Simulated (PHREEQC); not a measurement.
Model water analysis in mg/L, 70 °C, pH 2.37, pe 11.5:

```
constituent    mg/L
-----------  ------
Na             41.4
K              51.8
Ca              124
Mg             29.3
Cl              117
S(6) as SO4     798
B              0.34
F            0.0888
Al            0.811
Zn             4.21
```

Valence states are taken as typed.

The numbers come from PHREEQC with the ion-association model, phreeqc.dat.

Precipitation was switched off in this run.

Question: Order these F species by the share of F that they hold, largest first: AlF2+, MgF+, AlF+2, F-, HF.

Answer: AlF+2 (65 %), HF (28 %), AlF2+ (4.4 %), F- (2.1 %), MgF+ (0.11 %)

Question: Order these Zn species by the share of Zn that they hold, largest first: ZnSO4, Zn+2, ZnCl+, Zn(SO4)2-2.

Answer: Zn+2 (71 %), ZnSO4 (26 %), ZnCl+ (1.9 %), Zn(SO4)2-2 (0.61 %)

The pH is 2.37 and the ionic strength 0.0212 mol/kgw. At this temperature some constants are extrapolated from 25 °C, and those without enthalpy data are left unchanged. Real BF4- forms and hydrolyses slowly; the run takes it at equilibrium. Fluoro complexes past AlF4- and FeF3 are missing from the database.
